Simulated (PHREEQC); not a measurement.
**Copper plating or etch bath**

Solution (25 °C): 0.98 mmol/kgw Cu(NO3)2, 2.3 mmol/kgw H2SO4 and 0.035 mmol/kgw FeCl3. Closed to the air; pH follows from the charge balance.

Model: ion-association model, wateq4f.dat, run in PHREEQC.

Each row changes one thing in this solution. Precipitation was switched off in this run.

```json
[
 {"case": "as made", "pH": "2.42", "ionic strength (mol/kgw)": "0.00840", "SO4-2 (mol/kgw)": "0.00167", "HSO4- (mol/kgw)": "0.000466"},
 {"case": "FeCl3 left out", "pH": "2.42", "ionic strength (mol/kgw)": "0.00834", "SO4-2 (mol/kgw)": "0.00169", "HSO4- (mol/kgw)": "0.000472"},
 {"case": "diluted 100-fold with water", "pH": "4.34", "ionic strength (mol/kgw)": "9.91e-5", "SO4-2 (mol/kgw)": "2.29e-5", "HSO4- (mol/kgw)": "9.88e-8"},
 {"case": "diluted 2-fold with water", "pH": "2.69", "ionic strength (mol/kgw)": "0.00446", "SO4-2 (mol/kgw)": "0.000942", "HSO4- (mol/kgw)": "0.000150"},
 {"case": "FeCl3 from 3.5e-05 to 3.85e-05 mol/kgw", "pH": "2.42", "ionic strength (mol/kgw)": "0.00841", "SO4-2 (mol/kgw)": "0.00167", "HSO4- (mol/kgw)": "0.000466"},
 {"case": "Cu(NO3)2 left out", "pH": "2.42", "ionic strength (mol/kgw)": "0.00591", "SO4-2 (mol/kgw)": "0.00176", "HSO4- (mol/kgw)": "0.000512"},
 {"case": "3e-05 mol/kgw NaF added", "pH": "2.42", "ionic strength (mol/kgw)": "0.00843", "SO4-2 (mol/kgw)": "0.00168", "HSO4- (mol/kgw)": "0.000466"},
 {"case": "FeCl3 from 3.5e-05 to 0.000175 mol/kgw", "pH": "2.42", "ionic strength (mol/kgw)": "0.00864", "SO4-2 (mol/kgw)": "0.00159", "HSO4- (mol/kgw)": "0.000447"}
]
```

Complexes and solids missing from the database can't appear. Some of these states are supersaturated (in Hematite (slow to form), Goethite (slow to form), for instance). Fluoro complexes past AlF4- and FeF3 are missing from the database.
